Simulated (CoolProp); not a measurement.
Computed with CoolProp (reference Helmholtz-energy equation of state, Zhou 2011).

Problem. Give the vapour pressure (bar), enthalpy of vaporisation (kJ/kg), liquid cp (kJ/(kg K)) of saturated dimethyl carbonate at 436.3, 469.5 K.

Solution. 
```json
[
 {"T (K)": "436.3", "p (bar)": "6.65", "enthalpy of vaporisation (kJ/kg)": "318", "liquid cp (kJ/(kg K))": "2.18"},
 {"T (K)": "469.5", "p (bar)": "12.6", "enthalpy of vaporisation (kJ/kg)": "285", "liquid cp (kJ/(kg K))": "2.33"}
]
```
